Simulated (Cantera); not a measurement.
**Equilibrium for abatement and gas-phase synthesis: H2S + O2 + N2**

Feed: 1 mol H2S, 0.36 mol O2, 24 mol N2, at 38.0 Pa.

Method: chemical equilibrium by Gibbs-energy minimisation in Cantera with the NASA 1993 tables (ideal gas, pure condensed phases). Candidate condensed phases: H2O, H2SO4, S; 60 gas species. Ions and electrons are included (thermal ionisation). Rates play no part.

```json
[
 {"T (K)": "2000", "log p N2": "-3.46", "log p N": "-10.77", "log p H": "-5.29", "log p S": "-5.38", "log p H2": "-5.00", "log p O": "-7.42", "log p SO": "-5.32"},
 {"T (K)": "2500", "log p N2": "-3.48", "log p N": "-8.27", "log p H": "-4.60", "log p S": "-4.97", "log p H2": "-6.00", "log p O": "-5.25", "log p SO": "-5.53"},
 {"T (K)": "3000", "log p N2": "-3.48", "log p N": "-6.60", "log p H": "-4.56", "log p S": "-4.87", "log p H2": "-7.52", "log p O": "-5.02", "log p SO": "-7.05"},
 {"T (K)": "3500", "log p N2": "-3.49", "log p N": "-5.40", "log p H": "-4.56", "log p S": "-4.87", "log p H2": "-8.67", "log p O": "-5.01", "log p SO": "-8.38"},
 {"T (K)": "4000", "log p N2": "-3.52", "log p N": "-4.51", "log p H": "-4.58", "log p S": "-4.88", "log p H2": "-9.56", "log p O": "-5.03", "log p SO": "-9.41"},
 {"T (K)": "4500", "log p N2": "-3.68", "log p N": "-3.89", "log p H": "-4.64", "log p S": "-4.95", "log p H2": "-10.36", "log p O": "-5.09", "log p SO": "-10.32"},
 {"T (K)": "5000", "log p N2": "-4.16", "log p N": "-3.56", "log p H": "-4.76", "log p S": "-5.08", "log p H2": "-11.14", "log p O": "-5.20", "log p SO": "-11.20"}
]
```
log p: log10 of the partial pressure in bar; nothing condenses.

From 2000 K to 5000 K nothing is condensed.
